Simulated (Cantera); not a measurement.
A diamond (100) surface in a fixed gas of H2 with x(CH4) = 0.0059, x(H) = 0.0098, x(CH3) = 3.3e-05, 20000 Pa; coverages are run to steady state.

Detailed kinetics in Cantera: the Harris–Goodwin 1993 mechanism for the reconstructed diamond (100) surface.

One state of this run: growth (µm/h) = 3.88; θ c6HH = 0.573; θ c6H* = 0.0209; θ c6*H = 0.392; θ c6** = 0.0116; θ c6HM = 0.00164. θ: site fractions in the mechanism's names (c6HH fully hydrogenated, c6H* and c6*H radical sites, c6** diradical, c6HM methylated).

### Question
Which value of T (K) does it belong to?
A. 1125
B. 975
C. 1025
D. 1075

### Answer
C, 1025
